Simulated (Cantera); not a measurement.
An isothermal, constant-pressure homogeneous reactor starts with CH₄ : H₂O = 1 : 2.5 (molar parts), at 1625 K and 0.133 bar.

Model: GRI-Mech 3.0 (53 species, 325 reactions), integrated in Cantera.

Question: Predict: x(CH₄) at 5.00 s; x(H₂O) at 5.00 s; x(H) at 5.00 s.

Answer: 
```
Property                                             Result
----------------  -----------------------------------------
x(CH₄) at 5.00 s     0.0132 (gas-phase equilibrium 2.23e-9)
x(H₂O) at 5.00 s        0.316 (gas-phase equilibrium 0.250)
x(H) at 5.00 s    0.000139 (gas-phase equilibrium 0.000147)
```
